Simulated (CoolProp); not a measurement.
Vapour-liquid equilibrium of R22 (1) + c-C4F8 (RC318) (2) at 311.1 K; x and y are mole fractions of (1).

Computed with CoolProp (multi-fluid Helmholtz-energy mixture model, Kamei 1995 and Platzer 1990; pair parameters Bell 2016). This equation is an older, rougher fit; its heat capacities, sound speeds and derivatives of the liquid may be far off and weren't checked against measurements.

| x | bubble pressure (kPa) | y at the bubble point | dew pressure at overall composition x (kPa) | liquid density (mol/L) |
|---|---|---|---|---|
| 0.05 | 494.4 | 0.103 | 477.4 | 7.408 |
| 0.125 | 566.5 | 0.273 | 502.2 | 7.692 |
| 0.2 | 664.7 | 0.429 | 532.0 | 7.982 |
| 0.275 | 778.4 | 0.553 | 567.6 | 8.281 |
| 0.35 | 895.4 | 0.645 | 610.4 | 8.592 |
| 0.425 | 1005 | 0.712 | 662.0 | 8.920 |
| 0.5 | 1102 | 0.761 | 725.1 | 9.271 |
| 0.575 | 1183 | 0.799 | 803.7 | 9.655 |
| 0.65 | 1251 | 0.830 | 903.1 | 10.08 |
| 0.725 | 1309 | 0.858 | 1030 | 10.57 |
| 0.8 | 1359 | 0.886 | 1187 | 11.13 |
| 0.875 | 1403 | 0.919 | 1340 | 11.78 |
| 0.95 | 1441 | 0.962 | 1432 | 12.56 |

No azeotrope shows between x = 0.05 and 0.95.

Pair parameters are fitted to limited data, so mixtures are less certain than the pure fluids. The gap from Raoult's law changes sign with composition, which may be real or a fault of the pair parameters; it wasn't checked against measurements.
